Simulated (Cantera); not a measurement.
A closed system holds: 1 mol SiH2Cl2, 240 mol H2, at 33.0 mbar.

Equilibrium computed with Cantera from the NASA thermochemical tables; the gas is ideal and each condensed phase is pure. Candidate condensed phases: Si; 19 gas species. The numbers say what is thermodynamically allowed, not how fast it happens.

Q: At 1648 K, list the 4 most abundant gas species with their mole fractions, and the condensed phases.

A: H2 0.991, HCl 0.00782, H 0.000488, SiCl2 0.000219. Condensed: Si(s).
